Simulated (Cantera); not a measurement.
Charge: 1 mol n-butane, 1.9 mol H2O, 19 mol H2.

Cantera equilibrium calculation (NASA polynomials, part measured and part estimated; ideal gas, pure solids and liquids). Candidate condensed phases: C, C6H6, C7H8, C8H18, H2O; 110 gas species. The ideal-gas law is rough above about 30 bar. The numbers say what is thermodynamically allowed, not how fast it happens.

Stable condensed phases, one row left out:

```
T in °C \ P in Pa
               10       40      160      630     2500    10000    40000   160000   630000  2500000 10000000
   2202         A        A        A        A        A        A        A        A        A        A        A
   2052         A        A        A        A        A        A        A        A        A        A        A
   1902         A        A        A        A        A        A        A        A        A        A        A
   1752         A        A        A        A        A        A        A        A        A        A        A
   1602         A        A        A        A        A        A        A        A        A        A        A
   1452         A        A        A        A        A        A        A        A        A        A        A
   1302         A        A        A        A        A        A        A        A        A        A        B
   1152         A        A        A        A        A        A        A        A        A        A        B
   1002         A        A        A        A        A        A        A        A        A        B        B
    852         A        A        A        A        A        A        A        A        B        B        B
    702         A        A        A        A        A        A        A        B        B        B        B
    402         A        A        A        A        B        B        B        B        B        B        B
```

A: C; B: gas only.

Q: Give the row for 552 °C.

A: 10: C; 40: C; 160: C; 630: C; 2500: C; 10000: C; 40000: gas only; 160000: gas only; 630000: gas only; 2500000: gas only; 10000000: gas only.
